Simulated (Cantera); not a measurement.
A perfectly stirred reactor is fed with 5.71 % CH₄, 6.85 % CO, 18.3 % O₂, 69.1 % N₂, at 760 Torr; it is adiabatic with a 498 K inlet, and is followed from long to short residence time, starting on the burning branch (τ in s: 0.045, 0.019, 0.008, 0.0034, 0.0014, 0.00061, 0.00026, 0.00011, 4.6e-05, 1.9e-05, 8.2e-06).

Detailed kinetics in Cantera: GRI-Mech 3.0 (53 species, 325 reactions).

One state of this run: T (K) = 2131; x CH₄ = 1.46e-5; x CO = 0.0117; x O₂ = 0.0404; x N₂O = 3.06e-7; x H₂O = 0.112; x C₂H₂ = 7.40e-10. x: mole fraction; the columns are a selection and need not sum to one.

Problem. Which value of τ (s) does it belong to?
A. 0.0080
B. 0.0034
C. 0.0014
D. 8.2e-6

Solution. A, 0.0080
